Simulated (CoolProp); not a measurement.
A simple Rankine cycle with vinyl chloride: condensing at 288.15 K, boiler at 2 MPa, turbine inlet 380.6 K, turbine efficiency 0.7, pump efficiency 0.6, no recuperator. Each further row changes one setting.

Values from CoolProp's reference Helmholtz-energy equation of state, Thol 2022.

```tsv
case	thermal efficiency (%)	net work (kJ/kg)	heat in (kJ/kg)	turbine exit temperature (K)	volume ratio over the turbine
as stated	12.4	48.1	388	298.0	6.40
turbine inlet 400.6 K	12.7	52.7	414	320.2	6.31
condensing temperature 280.15 K	13.6	54.4	400	289.0	8.17
boiler pressure 1.4 MPa	10.7	43.1	401	317.2	4.43
turbine efficiency 0.6	10.5	40.8	388	305.9	6.60
```
